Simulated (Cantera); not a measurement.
Ignition delay

Mixture: CH₄ : O₂ : N₂ = 1 : 1.25 : 4.7 (molar parts), equivalence ratio 1.6, at 440000 Pa, adiabatic and at constant volume. Ignition delay is the time to a rise of 400 K.

Detailed kinetics in Cantera: GRI-Mech 3.0 (53 species, 325 reactions).

| T0 (K) | delay (ms) |
|---|---|
| 1250 | 7.26 |
| 1325 | 2.91 |
| 1400 | 1.23 |
| 1475 | 0.550 |
| 1550 | 0.257 |
| 1625 | 0.127 |
| 1700 | 0.0666 |

* **apparent activation energy between 1550 and 1700 K**: 200 kJ/mol
